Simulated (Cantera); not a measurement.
Input (Python, Cantera) and output of one run.

```python
import numpy as np
import cantera as ct

gas_names = [...]  # 87 gases of nasa_gas.yaml made of C, H, Si
cond_names = """
    C(gr) C6H6(L) C7H8(L) C8H18(L),n-octa Si(cr) Si(L) SiC(b)
""".split()


# ... load() reads the species with a 1 bar reference pressure and builds the phases ...
atoms = {
    'SiC': {'Si': 1, 'C': 1},
    'C': {'C': 1},
    'H2': {'H': 2},
}
top_T = {'C(gr)': 4500, 'SiC(b)': 3050}  # K; cautious upper limits of use, not melting points


# ... equilibrate(T, P, feed) seeds the gas with the atoms and calls Mixture.equilibrate('TP', solver="vcs", rtol=1e-11, max_steps=5000) ...
results = []
feed = {'SiC': 1, 'C': 0.23, 'H2': 0.036}  # mol
T = 2848.15  # K
P = 13332.2  # Pa
mix = equilibrate(T, P, feed)
results.append((T, P, feed, dict(zip(mix.species_names, mix.species_moles))))
print(gas.report(threshold=0.001))
for i in range(1, mix.n_phases):
    print(f"{mix.phase(i).name:16s} {mix.phase_moles(i):12.5e} mol")
```

Output:

```
       temperature   2848.2 K
          pressure   13332 Pa
           density   0.0090202 kg/m^3
  mean mol. weight   16.022 kg/kmol
   phase of matter   gas

                          1 kg             1 kmol
                     ---------------   ---------------
          enthalpy        1.9106e+07        3.0611e+08  J
   internal energy        1.7628e+07        2.8243e+08  J
           entropy             15991         2.562e+05  J/K
    Gibbs function       -2.6439e+07       -4.2359e+08  J
 heat capacity c_p            2307.4             36969  J/K
 heat capacity c_v            1788.5             28654  J/K

                      mass frac. Y      mole frac. X     chem. pot. / RT
                     ---------------   ---------------   ---------------
    C2H2,acetylene           0.02916          0.017943           -30.603
                 H          0.011285           0.17936           -11.729
                H2          0.057773           0.45914           -23.458
                Si           0.29975             0.171           -8.4821
              SiC2           0.34402           0.10578           -15.627
               SiH          0.012729         0.0070101           -20.211
               Si2          0.012244         0.0034924           -16.964
              Si2C            0.2258          0.053062           -20.537
     [  +79 minor]         0.0072339         0.0032152

C(gr)             2.35865e-01 mol
Si(L)             0.00000e+00 mol
SiC(b)            9.74897e-01 mol
```

These are equilibrium values from Cantera (NASA tables, ideal gas, pure condensed phases), not measurements of a reactor. Gases not in the tables: Si2H6 and higher silanes.
